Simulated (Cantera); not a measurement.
Standard-state values (1 bar) from the NASA 1993 polynomials, evaluated with Cantera. Values are per mole of reaction as written; species without (g) are pure solids or liquids, kept so even where they would boil at 1 bar.

**Question.** Between 300 and 1923 K, where is each reaction favourable under standard conditions?
- V + O2(g) = VO2(g)
- Ta + O2(g) = TaO2(g)
- 1.333 Ti + O2(g) = 0.6667 Ti2O3

**Answer.** 
- V + O2(g) = VO2(g): ΔG° is -242 kJ at 300 K and -275 kJ at 1923 K; it stays negative (K > 1). ΔH° is -251 kJ and ΔS° 12 J/K at 1923 K.
- Ta + O2(g) = TaO2(g): ΔG° is -211 kJ at 300 K and -250 kJ at 1923 K; it stays negative (K > 1). ΔH° is -214 kJ and ΔS° 19 J/K at 1923 K.
- 1.333 Ti + O2(g) = 0.6667 Ti2O3: ΔG° is -956 kJ at 300 K and -672 kJ at 1923 K; it stays negative (K > 1). ΔH° is -989 kJ and ΔS° -165 J/K at 1923 K.
